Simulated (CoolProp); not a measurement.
Aqueous sodium chloride as a coolant, 9 % by mass, freezing at -5.8 °C, 1 atm.

The numbers come from the Melinder's fits for secondary coolants in CoolProp.

```
T (°C)  viscosity (mPa s)  conductivity (W/(m K))  density (kg/m³)  cp (kJ/(kg K))
------  -----------------  ----------------------  ---------------  --------------
-3.7                 2.29                   0.550             1070           3.721
4.7                  1.76                   0.564             1068           3.736
13.2                 1.39                   0.579             1065           3.750
21.7                 1.12                   0.592             1063           3.763
30.1                0.939                   0.606             1059           3.774
38.6                0.805                   0.619             1056           3.783
```
